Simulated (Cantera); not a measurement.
A closed system holds: 1 mol PbO, 0.04 mol CO, 67 mol H₂, held at 47.0 mbar.

These are equilibrium values from Cantera (NASA tables, ideal gas, pure condensed phases), not measurements of a reactor. Candidate condensed phases: C, C₆H₆, C₇H₈, C₈H₁₈, H₂O, Pb, PbO, PbO₂, Pb₃O₄; 113 gas species. The numbers say what is thermodynamically allowed, not how fast it happens.

Q: Which condensed phases are stable at each of these points (T (K)): 725, 775, 825, 875, 925, 975, 1025, 1075, 1125, 1175, 1225?

A: 
| T (K) | condensed phases | Pb condensed (%) |
|---|---|---|
| 725 | Pb(l) | 100.0 |
| 775 | Pb(l) | 100.0 |
| 825 | Pb(l) | 100.0 |
| 875 | Pb(l) | 99.9 |
| 925 | Pb(l) | 99.6 |
| 975 | Pb(l) | 98.7 |
| 1025 | Pb(l) | 96.0 |
| 1075 | Pb(l) | 89.2 |
| 1125 | Pb(l) | 72.9 |
| 1175 | Pb(l) | 37.3 |
| 1225 | gas only | 0.0 |

From 725 K to 1175 K the condensed part is Pb(l). At 1225 K nothing is condensed.
